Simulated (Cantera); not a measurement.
Feed: 1 mol Al(CH₃)₃, 0.88 mol N₂O, 48 mol H₂, held at 1.90 mbar.

These are equilibrium values from Cantera (NASA tables, ideal gas, pure condensed phases), not measurements of a reactor. Candidate condensed phases: Al, AlN, Al₂O₃, C, C₆H₆, C₇H₈, C₈H₁₈, H₂O; 148 gas species. The feed counts by its element totals alone. Equilibrium is a limit: real reactors are often held back by kinetics, nucleation or transport.

### Question
What share of the Al ends up in condensed phases as a function of T (°C), at 1225, 1300, 1375, 1450, 1525, 1600, 1675, 1750, 1825?

### Answer
| T (°C) | Al condensed (%) | as |
|---|---|---|
| 1225 | 100.0 | AlN(s) |
| 1300 | 99.5 | AlN(s) |
| 1375 | 95.2 | AlN(s) |
| 1450 | 68.8 | AlN(s) |
| 1525 | 0.0 | - |
| 1600 | 0.0 | - |
| 1675 | 0.0 | - |
| 1750 | 0.0 | - |
| 1825 | 0.0 | - |
